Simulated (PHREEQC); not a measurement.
Brine: speciation

Make-up at 85 °C and 300 atm: 1.1 mol NaCl, 0.059 mol NaHCO3 and 0.00048 mol H4SiO4 per kg of water. Closed to the air; pH follows from the charge balance.

Computed with PHREEQC (Pitzer model, pitzer.dat).

Precipitation was switched off in this run.

Problem. Predict the pH, density.

Solution. pH 7.49; density 1.025 g/cm³.

Problem. In which forms is Si present?

Solution. H4SiO4 94 %, H3SiO4- 6.4 % of the Si.

Complexes and solids missing from the database can't appear. In brines, pH and single-ion activities rest on the MacInnes convention. Under pressure, the constants of complexes without a molar volume in the database are unreliable. Away from 25 °C the constants follow the database's enthalpies or fits; those with neither stay at their 25 °C values.
